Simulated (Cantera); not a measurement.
## Roasting and sulfation: MgO + SO₃ + O₂

Feed: 1 mol MgO, 0.42 mol SO₃, 0.64 mol O₂, held at 777 °C and 1330 Pa.

Cantera equilibrium calculation (NASA polynomials, part measured and part estimated; ideal gas, pure solids and liquids). Candidate condensed phases: Mg, MgO, MgS, MgSO₄, S; 14 gas species. Mutual solubility and eutectic melting of coexisting phases are not modelled. Kinetics and transport are ignored.

The x(O₂) is 0.982. The x(SO₂) is 0.0158 and the x(SO₃) is 0.00187. The n(MgO(s)) comes out as 0.592 mol and the n(MgSO₄(s)) is 0.408 mol. The gas amount comes out as 0.6568 mol. The log10 activity of S(l) (absent) comes out as -16.46. The log10 activity of Mg(l) (absent) is -23.30.
